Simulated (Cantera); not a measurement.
A closed system holds: 1 mol SiC, 0.011 mol N2O, 9.2 mol H2, equilibrated at 1575 K and 101000 Pa.

Cantera equilibrium calculation (NASA polynomials, part measured and part estimated; ideal gas, pure solids and liquids). Candidate condensed phases: C, C6H6, C7H8, C8H18, H2O, Si, SiC, SiO2, Si2N2O, Si3N4; 151 gas species. Mutual solubility and eutectic melting of coexisting phases are not modelled. Kinetics and transport are ignored.

Q: What is the equilibrium state?

A: 
- x(H2): 0.998
- x(N2): 0.000669
- x(CO): 0.000640
- x(CH4): 0.000418
- x(H): 4.12e-5
- x(SiO): 3.26e-5
- x(HCN): 1.03e-5
- x(H2O): 2.91e-6
- x(NH3): 1.31e-6
- n(SiC(s)): 0.990 mol
- n(Si2N2O(s)): 0.00478 mol
- gas amount: 9.209 mol
- log10 activity of C(graphite) (absent): -0.64
- log10 activity of Si(s) (absent): -1.37
